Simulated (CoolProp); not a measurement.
Model: reference Helmholtz-energy equation of state, Zhou 2016, in CoolProp.

**Question.** For R245ca, give the phase and the density (kg/m³), cv (kJ/(kg K)), isothermal compressibility (1/MPa), expansivity (1/kK) at 176.85 °C and 46 bar.

**Answer.** 
- 176.85 °C and 46 bar: supercritical; density 765, cv 1.24, isothermal compressibility 0.183, expansivity 22.8
